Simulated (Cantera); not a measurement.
Input: 1 mol HF, 0.43 mol O2, 4.5 mol H2, equilibrated at 1900 Pa.

These are equilibrium values from Cantera (NASA tables, ideal gas, pure condensed phases), not measurements of a reactor. Candidate condensed phases: H2O; 22 gas species. Kinetics and transport are ignored.

### Question
At 1323 K, list the 3 most abundant gas species with their mole fractions, and the condensed phases.

### Answer
H2 0.662, HF 0.182, H2O 0.156. Condensed: gas only.
